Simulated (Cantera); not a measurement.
Input: 1 mol B2H6, 0.087 mol H2O, a varied amount of O2, held at 1.70 mbar.

Points: T (K) = 1248, 1273, 1298, 1323, 1348, 1373, 1398, 1423, 1448, 1473, 1498; n(O2) (mol) = 0.25, 0.34, 0.47, 0.63, 0.86, 1.2, 1.6, 2.2, 2.9, 4, 5.4, 7.4.

Cantera's Mixture.equilibrate('TP', solver="vcs", rtol=1e-11, max_steps=5000) on the NASA tables stopped like this:

```
ERROR: FAILURE its = 5001!

*******************************************************************************
CanteraError thrown by MultiPhase::equilibrate:
VCS solver failed. Return code: -1
*******************************************************************************
```

Problem. What got this run through?

Solution. This is not unique; one that fits is The failure is numerical, not chemical. The same input converged with solver="gibbs", rtol=1e-10, max_steps=50000, and the result passed a check of the equilibrium conditions:
```
   1248       0.25  B(b) + B2O3(L)
   1248       0.34  B(b) + B2O3(L)
   1248       0.47  B(b) + B2O3(L)
   1248       0.63  B(b) + B2O3(L)
   1248       0.86  B(b) + B2O3(L)
   1248        1.2  B(b) + B2O3(L)
   1248        1.6  B2O3(L)
   1248        2.2  B2O3(L)
   1248        2.9  B2O3(L)
   1248          4  B2O3(L)
   1248        5.4  B2O3(L)
   1248        7.4  B2O3(L)
   1273       0.25  B(b) + B2O3(L)
   1273       0.34  B(b) + B2O3(L)
   1273       0.47  B(b) + B2O3(L)
   1273       0.63  B(b) + B2O3(L)
   1273       0.86  B(b) + B2O3(L)
   1273        1.2  B(b) + B2O3(L)
   1273        1.6  B2O3(L)
   1273        2.2  B2O3(L)
   1273        2.9  B2O3(L)
   1273          4  B2O3(L)
   1273        5.4  B2O3(L)
   1273        7.4  B2O3(L)
   1298       0.25  B(b) + B2O3(L)
   1298       0.34  B(b) + B2O3(L)
   1298       0.47  B(b) + B2O3(L)
   1298       0.63  B(b) + B2O3(L)
   1298       0.86  B(b) + B2O3(L)
   1298        1.2  B(b) + B2O3(L)
   1298        1.6  B2O3(L)
   1298        2.2  B2O3(L)
   1298        2.9  B2O3(L)
   1298          4  B2O3(L)
   1298        5.4  B2O3(L)
   1298        7.4  B2O3(L)
   1323       0.25  B(b) + B2O3(L)
   1323       0.34  B(b) + B2O3(L)
   1323       0.47  B(b) + B2O3(L)
   1323       0.63  B(b) + B2O3(L)
   1323       0.86  B(b) + B2O3(L)
   1323        1.2  B(b) + B2O3(L)
   1323        1.6  B2O3(L)
   1323        2.2  B2O3(L)
   1323        2.9  B2O3(L)
   1323          4  B2O3(L)
   1323        5.4  B2O3(L)
   1323        7.4  B2O3(L)
   1348       0.25  B(b) + B2O3(L)
   1348       0.34  B(b) + B2O3(L)
   1348       0.47  B(b) + B2O3(L)
   1348       0.63  B(b) + B2O3(L)
   1348       0.86  B(b) + B2O3(L)
   1348        1.2  B(b) + B2O3(L)
   1348        1.6  B2O3(L)
   1348        2.2  B2O3(L)
   1348        2.9  B2O3(L)
   1348          4  B2O3(L)
   1348        5.4  B2O3(L)
   1348        7.4  B2O3(L)
   1373       0.25  B(b) + B2O3(L)
   1373       0.34  B(b) + B2O3(L)
   1373       0.47  B(b) + B2O3(L)
   1373       0.63  B(b) + B2O3(L)
   1373       0.86  B(b) + B2O3(L)
   1373        1.2  B(b) + B2O3(L)
   1373        1.6  B2O3(L)
   1373        2.2  B2O3(L)
   1373        2.9  B2O3(L)
   1373          4  B2O3(L)
   1373        5.4  B2O3(L)
   1373        7.4  B2O3(L)
   1398       0.25  B(b) + B2O3(L)
   1398       0.34  B(b) + B2O3(L)
   1398       0.47  B(b) + B2O3(L)
   1398       0.63  B(b) + B2O3(L)
   1398       0.86  B(b) + B2O3(L)
   1398        1.2  B(b) + B2O3(L)
   1398        1.6  B2O3(L)
   1398        2.2  B2O3(L)
   1398        2.9  B2O3(L)
   1398          4  B2O3(L)
   1398        5.4  B2O3(L)
   1398        7.4  B2O3(L)
   1423       0.25  B(b) + B2O3(L)
   1423       0.34  B(b) + B2O3(L)
   1423       0.47  B(b) + B2O3(L)
   1423       0.63  B(b) + B2O3(L)
   1423       0.86  B(b) + B2O3(L)
   1423        1.2  B(b) + B2O3(L)
   1423        1.6  B2O3(L)
   1423        2.2  B2O3(L)
   1423        2.9  B2O3(L)
   1423          4  B2O3(L)
   1423        5.4  B2O3(L)
   1423        7.4  B2O3(L)
   1448       0.25  B(b) + B2O3(L)
   1448       0.34  B(b) + B2O3(L)
   1448       0.47  B(b) + B2O3(L)
   1448       0.63  B(b) + B2O3(L)
   1448       0.86  B(b) + B2O3(L)
   1448        1.2  B(b) + B2O3(L)
   1448        1.6  B2O3(L)
   1448        2.2  B2O3(L)
   1448        2.9  B2O3(L)
   1448          4  B2O3(L)
   1448        5.4  B2O3(L)
   1448        7.4  B2O3(L)
   1473       0.25  B(b) + B2O3(L)
   1473       0.34  B(b) + B2O3(L)
   1473       0.47  B(b) + B2O3(L)
   1473       0.63  B(b) + B2O3(L)
   1473       0.86  B(b) + B2O3(L)
   1473        1.2  B(b) + B2O3(L)
   1473        1.6  B2O3(L)
   1473        2.2  B2O3(L)
   1473        2.9  B2O3(L)
   1473          4  B2O3(L)
   1473        5.4  B2O3(L)
   1473        7.4  gas only
   1498       0.25  B(b)
   1498       0.34  B(b)
   1498       0.47  B(b) + B2O3(L)
   1498       0.63  B(b) + B2O3(L)
   1498       0.86  B(b) + B2O3(L)
   1498        1.2  B(b) + B2O3(L)
   1498        1.6  B2O3(L)
   1498        2.2  B2O3(L)
   1498        2.9  B2O3(L)
   1498          4  gas only
   1498        5.4  gas only
   1498        7.4  gas only
```

The gas is ideal and each condensed phase is pure. The feed counts by its element totals alone. Mutual solubility and eutectic melting of coexisting phases are not modelled. Gases not in the tables: H3BO3.
